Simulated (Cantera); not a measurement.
A perfectly stirred reactor is fed with CH3OH : O2 : N2 = 0.0068 : 0.023 : 1 (molar parts), equivalence ratio 0.44, at 120000 Pa; it is held at 1550 K, and followed from long to short residence time.

Computed with Cantera and GRI-Mech 3.0 (53 species, 325 reactions). GRI-Mech 3.0 was tuned for natural gas; its chemistry of methanol as a main component is partial and can be far from experiment.

x: mole fraction; the columns are a selection and need not sum to one.

```csv
τ (s),x CH3OH,x O2,x H2O2,x HO2,x OH,x H2O
8.2,…,0.0124,2.50e-9,7.04e-8,5.13e-5,0.0131
2.1,…,0.0124,5.15e-9,1.66e-7,7.64e-5,0.0131
0.52,…,0.0124,1.07e-8,3.93e-7,0.000116,0.0131
0.13,…,0.0124,2.12e-8,8.67e-7,0.000176,0.0130
0.033,…,0.0124,3.94e-8,1.70e-6,0.000265,0.0129
0.0083,…,0.0126,6.75e-8,2.94e-6,0.000392,0.0127
0.0021,…,0.0130,1.03e-7,4.78e-6,0.000545,0.0123
0.00053,…,0.0138,1.37e-7,9.17e-6,0.000672,0.0117
0.00013,…,0.0157,2.42e-7,3.54e-5,0.000601,0.0104
```

**Question.** Some entries are withheld; supply them.

**Answer.** 
- 8.2, x CH3OH: 1.07e-7
- 2.1, x CH3OH: 2.65e-7
- 0.52, x CH3OH: 6.42e-7
- 0.13, x CH3OH: 1.46e-6
- 0.033, x CH3OH: 3.09e-6
- 0.0083, x CH3OH: 6.33e-6
- 0.0021, x CH3OH: 1.35e-5
- 0.00053, x CH3OH: 3.68e-5
- 0.00013, x CH3OH: 0.000184
